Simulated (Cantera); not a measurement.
Input: 1 mol CH3Cl, a varied amount of F2, 0.2 mol HCl, at 650 K and 22.0 Pa.

These are equilibrium values from Cantera (NASA tables, ideal gas, pure condensed phases), not measurements of a reactor. Candidate condensed phases: C, C6H6, C7H8, C8H18; 118 gas species. Condensed phases not in the tables: fluorocarbon polymer. Gases not in the tables: C2F6 and larger saturated fluorocarbons. Equilibrium is a limit: real reactors are often held back by kinetics, nucleation or transport.

log p: log10 of the partial pressure in bar; n: condensed amount in mol.

```
n(F2) (mol)    log p HF  log p HCl    log p H2   log p CF4  n C(graphite)
-----------  ----------  ---------  ----------  ----------  -------------
0.37              -4.20      -3.99       -4.27        <-15          0.999
0.47         (withheld)      -4.00  (withheld)        <-15          0.999
0.6               -4.03      -4.03       -4.50        <-15          1.000
0.76              -3.95      -4.05       -4.75        <-15          1.000
0.98              -3.87      -4.08       -5.86        <-15          1.000
1.2               -3.87      -4.10        <-15  (withheld)     (withheld)
1.6               -3.90      -4.12        <-15       -4.73          0.700
2                 -3.92      -4.15        <-15       -4.53          0.500
```

**Question.** Complete the blanks.

**Answer.** 
- 1.2, log p CF4: -5.18
- 1.2, n C(graphite): 0.900
- 0.47, log p HF: -4.11
- 0.47, log p H2: -4.36
